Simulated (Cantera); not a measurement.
Hg + H2 (iron carbonyl, mercury and lead vapours)

A closed system holds: 1 mol Hg, 0.12 mol H2.

Method: chemical equilibrium by Gibbs-energy minimisation in Cantera with the NASA 1993 tables (ideal gas, pure condensed phases). Candidate condensed phases: Hg; 3 gas species. Rates play no part.

Question: Map the stable condensed phases over T = 575, 675, 775, 875, 975, 1075, 1175, 1275, 1375, 1475, 1575 K and P in Pa = 10, 42, 180, 750, 3200, 13000, 56000, 240000, 1000000.

Answer: 
```
T in K \ P in Pa
              10      42     180     750    3200   13000   56000  240000 1000000
   1575        A       A       A       A       A       A       A       A       A
   1475        A       A       A       A       A       A       A       A       A
   1375        A       A       A       A       A       A       A       A       A
   1275        A       A       A       A       A       A       A       A       A
   1175        A       A       A       A       A       A       A       A       A
   1075        A       A       A       A       A       A       A       A       A
    975        A       A       A       A       A       A       A       A       A
    875        A       A       A       A       A       A       A       A       A
    775        A       A       A       A       A       A       A       A       B
    675        A       A       A       A       A       A       A       B       B
    575        A       A       A       A       A       A       B       B       B
```
A: gas only; B: Hg.
